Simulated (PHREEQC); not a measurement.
Brine: an equilibrium model

Make-up at 25 °C: 0.42 mol NaBr, 0.02 mol CaCl2 and 0.84 mol LiCl per kg of water. Closed to the air; pH follows from the charge balance.

The numbers come from PHREEQC with the Pitzer model, pitzer.dat.

No solid was allowed to form.

Question: What activity of water does the model give?

Answer: activity of water 0.953.

Complexes and solids missing from the database can't appear.
